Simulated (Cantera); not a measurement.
Input: 1 mol SiH₄, 8.6 mol O₂, 0.25 mol H₂, held at 0.100 bar.

Equilibrium computed with Cantera from the NASA thermochemical tables; the gas is ideal and each condensed phase is pure. Candidate condensed phases: H₂O, Si, SiO₂; 18 gas species. The tables hold silica as quartz up to 1696 K and as liquid above; real silica turns to tridymite and cristobalite and melts near 1996 K. Gases not in the tables: Si(OH)₄. Rates play no part. All values below are at 1550 K.

Base state: O₂ 0.742, H₂O 0.258, OH 0.000467, O 2.13e-5 (mole fractions); condensed: SiO₂(β-quartz).

What changes in the equilibrium state with this change: SiH₄ replaced by HMDSO?


```csv
species,before,after
H₂O,0.258,0.386
CO,0,0.242
H₂,3.42e-6,0.220
O₂,0.742,<1e-9
CO₂,0,0.152
O,2.13e-5,<1e-9
H,1.84e-7,4.68e-5
OH,0.000467,2.75e-6
"SiO₂(β-quartz), mol",1.00,2.00
```
The feed counts by its element totals alone. Further candidate phases: C, C₆H₆, C₇H₈, C₈H₁₈, SiC.
